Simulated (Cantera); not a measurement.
Input: 1 mol SiH4, 0.64 mol NH3, held at 552 °C and 0.000310 bar.

Method: chemical equilibrium by Gibbs-energy minimisation in Cantera with the NASA 1993 tables (ideal gas, pure condensed phases). Candidate condensed phases: Si, Si3N4; 18 gas species. Equilibrium is a limit: real reactors are often held back by kinetics, nucleation or transport.

Task: What is the equilibrium state?

Result: 
| Item | Value |
|---|---|
| x(H2) | 1.00 |
| n(Si(s)) | 0.520 mol |
| n(Si3N4(s)) | 0.160 mol |
| gas amount | 2.960 mol |
